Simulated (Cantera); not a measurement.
A closed system holds: 1 mol TiC, 4.8 mol H2, equilibrated at 2402 °C and 3.50 bar.

Equilibrium computed with Cantera from the NASA thermochemical tables; the gas is ideal and each condensed phase is pure. Candidate condensed phases: C, C6H6, C7H8, C8H18, Ti, TiC; 77 gas species. TiC: taken at fixed stoichiometry. Equilibrium is a limit: real reactors are often held back by kinetics, nucleation or transport.

What is the equilibrium state?


| Property | Value |
|---|---|
| x(H2) | 0.973 |
| x(H) | 0.0272 |
| x(Ti) | 9.07e-5 |
| x(C2H2 (acetylene)) | 3.35e-5 |
| x(CH4) | 1.53e-5 |
| x(CH3) | 7.39e-6 |
| n(TiC(s)) | 1.000 mol |
| gas amount | 4.867 mol |
| log10 activity of Ti(l) (absent) | -1.34 |
| log10 activity of C(graphite) (absent) | -1.40 |
